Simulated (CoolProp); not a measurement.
Vapour-liquid equilibrium of C2F6 (R116) (1) + propane (2) at 4.82 bar; x and y are mole fractions of (1).

Model: multi-fluid Helmholtz-energy mixture model, Lemmon 2006 and Lemmon 2009; pair parameters Bell 2016, in CoolProp.

Q: Give the bubble temperature and the first vapour's composition at x = 0.55, 0.65, 0.95. Is there an azeotrope?

A: x = 0.55: 233.1 K, y = 0.796; x = 0.65: 232.3 K, y = 0.815; x = 0.95: 230.1 K, y = 0.956. No azeotrope shows between x = 0.05 and 0.95.

The pair parameters rest on a limited set of measurements; away from them the model extrapolates. With so large a gap from Raoult's law the liquid may split in two, which this calculation doesn't test in full.
